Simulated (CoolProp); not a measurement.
Saturation properties of water.

Values from CoolProp's reference Helmholtz-energy equation of state, Wagner 2002.

```json
[
 {"T (°C)": "78.55", "p (MPa)": "0.04470", "surface tension (mN/m)": "63.0", "liquid viscosity (µPa s)": "361", "liquid conductivity (mW/(m K))": "666"},
 {"T (°C)": "95.15", "p (MPa)": "0.08508", "surface tension (mN/m)": "59.9", "liquid viscosity (µPa s)": "297", "liquid conductivity (mW/(m K))": "675"},
 {"T (°C)": "111.85", "p (MPa)": "0.1525", "surface tension (mN/m)": "56.6", "liquid viscosity (µPa s)": "250", "liquid conductivity (mW/(m K))": "681"},
 {"T (°C)": "128.45", "p (MPa)": "0.2580", "surface tension (mN/m)": "53.2", "liquid viscosity (µPa s)": "216", "liquid conductivity (mW/(m K))": "683"},
 {"T (°C)": "145.05", "p (MPa)": "0.4163", "surface tension (mN/m)": "49.7", "liquid viscosity (µPa s)": "189", "liquid conductivity (mW/(m K))": "682"},
 {"T (°C)": "161.75", "p (MPa)": "0.6462", "surface tension (mN/m)": "46.1", "liquid viscosity (µPa s)": "168", "liquid conductivity (mW/(m K))": "678"},
 {"T (°C)": "178.35", "p (MPa)": "0.9653", "surface tension (mN/m)": "42.4", "liquid viscosity (µPa s)": "(withheld)", "liquid conductivity (mW/(m K))": "672"},
 {"T (°C)": "194.95", "p (MPa)": "1.397", "surface tension (mN/m)": "(withheld)", "liquid viscosity (µPa s)": "138", "liquid conductivity (mW/(m K))": "663"},
 {"T (°C)": "211.65", "p (MPa)": "1.971", "surface tension (mN/m)": "34.8", "liquid viscosity (µPa s)": "127", "liquid conductivity (mW/(m K))": "652"},
 {"T (°C)": "228.25", "p (MPa)": "2.708", "surface tension (mN/m)": "30.9", "liquid viscosity (µPa s)": "117", "liquid conductivity (mW/(m K))": "638"},
 {"T (°C)": "244.85", "p (MPa)": "3.642", "surface tension (mN/m)": "27.0", "liquid viscosity (µPa s)": "109", "liquid conductivity (mW/(m K))": "622"},
 {"T (°C)": "261.55", "p (MPa)": "4.812", "surface tension (mN/m)": "(withheld)", "liquid viscosity (µPa s)": "101", "liquid conductivity (mW/(m K))": "(withheld)"},
 {"T (°C)": "278.15", "p (MPa)": "6.239", "surface tension (mN/m)": "19.2", "liquid viscosity (µPa s)": "(withheld)", "liquid conductivity (mW/(m K))": "583"}
]
```

Problem. Complete the blanks.

Solution. 
- 178.35, liquid viscosity (µPa s): 152
- 194.95, surface tension (mN/m): 38.6
- 261.55, surface tension (mN/m): 23.1
- 261.55, liquid conductivity (mW/(m K)): 604
- 278.15, liquid viscosity (µPa s): 94.3

It boils at 100.0 °C under 1 atm.

Viscosity comes from a separate model (Huber 2009). Thermal conductivity comes from a separate model (Huber 2012). Surface tension comes from a separate correlation (Mulero 2012).
